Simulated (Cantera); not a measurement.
## Low-pressure radical oxidation in H2/O2

An isothermal, constant-pressure homogeneous reactor starts with 11.5 % H₂, 88.5 % O₂, equivalence ratio 0.065, at 1425 K and 4.95 Torr.

Computed with Cantera and the H2/O2 subset of GRI-Mech 3.0, which has no nitrogen chemistry. Radical loss at walls, strong at low pressure, is not modelled. The temperature is held fixed by assumption; the heat of reaction is taken as removed at once.

```csv
t (s),x H₂,x O₂,x O,x H,x H₂O,x OH,x HO₂
2.00e-6,0.115,0.885,7.97e-11,3.23e-9,1.29e-12,7.94e-11,3.31e-9
1.11e-5,0.115,0.885,2.22e-9,1.64e-8,1.99e-10,2.18e-9,1.84e-8
6.16e-5,0.115,0.885,4.97e-8,7.67e-8,2.44e-8,4.50e-8,1.02e-7
0.000342,0.115,0.885,2.85e-6,2.35e-6,4.64e-6,2.36e-6,5.64e-7
0.00190,0.00501,0.800,0.0655,0.0247,0.0909,0.0137,1.79e-6
0.0105,0.00368,0.802,0.0654,0.0217,0.0948,0.0123,1.75e-6
0.0585,0.00286,0.822,0.0485,0.0140,0.102,0.0110,1.71e-6
0.325,0.000799,0.863,0.0125,0.00186,0.116,0.00593,1.15e-6
1.80,4.68e-5,0.877,0.000711,2.55e-5,0.121,0.00145,1.94e-7
10.0,3.11e-6,0.878,4.71e-5,4.35e-7,0.122,0.000374,7.41e-8
```
x: mole fraction; the columns are a selection and need not sum to one.

Equilibrium at this temperature and pressure: H₂ 1.06e-6, O₂ 0.878, O 1.61e-5, H 8.71e-8, H₂O 0.122, OH 0.000219, HO₂ 1.02e-7 (gas phase only).
